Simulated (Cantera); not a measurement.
**Pb + N2 + O2 (iron carbonyl, mercury and lead vapours)**

Feed: 1 mol Pb, 15 mol N2, 0.81 mol O2, held at 13300 Pa.

Cantera equilibrium calculation (NASA polynomials, part measured and part estimated; ideal gas, pure solids and liquids). Candidate condensed phases: Pb, PbO, PbO2, Pb3O4; 12 gas species. Equilibrium is a limit: real reactors are often held back by kinetics, nucleation or transport.

From 727 °C to 877 °C the condensed part is PbO(yellow). From 902 °C to 927 °C the condensed part is PbO(l). The main Pb-bearing gas is PbO throughout.

```csv
T (°C),x N2,x O2,x PbO,x NO,n PbO(yellow),n PbO(l)
727,0.980,0.0202,2.29e-6,1.08e-5,1.000,0
752,0.980,0.0202,5.14e-6,1.42e-5,1.000,0
777,0.980,0.0202,1.11e-5,1.83e-5,1.000,0
802,0.980,0.0202,2.31e-5,2.33e-5,1.000,0
827,0.980,0.0202,4.65e-5,2.94e-5,0.999,0
852,0.980,0.0202,9.04e-5,3.67e-5,0.999,0
877,0.980,0.0202,0.000171,4.54e-5,0.997,0
902,0.979,0.0202,0.000302,5.57e-5,0,0.995
927,0.979,0.0202,0.000512,6.76e-5,0,0.992
```
x: gas mole fraction; n: condensed amount in mol.
